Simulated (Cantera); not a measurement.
Feed: 1 mol LiOH, a varied amount of H2, equilibrated at 1250 K and 4.70 bar.

Equilibrium computed with Cantera from the NASA thermochemical tables; the gas is ideal and each condensed phase is pure. Candidate condensed phases: H2O, Li, LiH, LiOH, Li2O; 17 gas species. Mutual solubility and eutectic melting of coexisting phases are not modelled. Equilibrium is a limit: real reactors are often held back by kinetics, nucleation or transport.

x: gas mole fraction; n: condensed amount in mol.

```csv
n(H2) (mol),x H2,x H2O,x LiOH,x Li2(OH)2,n LiOH(l),n Li2O(s)
0.019,0.848,0.152,0.000315,3.09e-5,0.993,0.00340
0.047,0.848,0.152,0.000315,3.09e-5,0.983,0.00842
0.12,0.848,0.152,0.000315,3.09e-5,0.957,0.0215
0.3,0.848,0.152,0.000315,3.09e-5,0.892,0.0538
0.75,0.848,0.152,0.000315,3.09e-5,(withheld),(withheld)
1.9,0.848,0.152,0.000315,3.09e-5,(withheld),(withheld)
4.7,0.904,0.0960,0.000250,1.95e-5,0,0.499
```

Problem. What belongs in the gaps?

Solution. 
- 0.75, n LiOH(l): 0.731
- 0.75, n Li2O(s): 0.134
- 1.9, n LiOH(l): 0.318
- 1.9, n Li2O(s): 0.340
